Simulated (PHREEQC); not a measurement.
Spent oxide etchant

Make-up at 18 °C: 0.0012 mol/kgw NH4HF2, 0.058 mol/kgw H2SiF6, 0.00079 mol/kgw H3BO3 and 0.026 mol/kgw H2SO4. Closed to the air; pH follows from the charge balance.

The numbers come from PHREEQC with the ion-association model, wateq4f.dat.

Each row changes one thing in this solution. Precipitation was switched off in this run.

| case | pH | ionic strength (mol/kgw) | HSO4- (mol/kgw) | HF (mol/kgw) | SO4-2 (mol/kgw) | H4SiO4 (mol/kgw) | SI of SiO2(a) (SiO2) |
|---|---|---|---|---|---|---|---|
| as made | 0.94 | 0.207 | 0.0206 | 0.00771 | 0.00534 | 0.00138 | -0.06 |
| H2SO4 replaced by (NH4)2SO4 at the same molality | ? | ? | 0.0177 | 0.00684 | 0.00695 | 0.00122 | -0.12 |
| 0.00097 mol/kgw KCl added | 0.94 | ? | 0.0206 | 0.00770 | 0.00534 | 0.00138 | -0.06 |
| H2SiF6 from 0.058 to 0.029 mol/kgw | ? | 0.124 | 0.0191 | 0.00641 | 0.00688 | 0.00111 | -0.17 |
| diluted 5-fold with water | 1.60 | 0.0426 | 0.00287 | 0.00442 | ? | 0.000768 | -0.34 |
| temperature from 18 to 20 °C | 0.94 | 0.207 | 0.0208 | 0.00815 | 0.00519 | 0.00147 | -0.06 |

Q: Fill in the missing entries.

A: 
- H2SO4 replaced by (NH4)2SO4 at the same molality, pH: 1.12
- H2SO4 replaced by (NH4)2SO4 at the same molality, ionic strength (mol/kgw): 0.211
- 0.00097 mol/kgw KCl added, ionic strength (mol/kgw): 0.208
- H2SiF6 from 0.058 to 0.029 mol/kgw, pH: 1.14
- diluted 5-fold with water, SO4-2 (mol/kgw): 0.00233

Complexes and solids missing from the database can't appear. Some of these states are supersaturated (in Quartz (slow to form), Chalcedony (slow to form), for instance). SiF6-2 is the database's only silicon fluoride. Real BF4- forms and hydrolyses slowly; the run takes it at equilibrium.
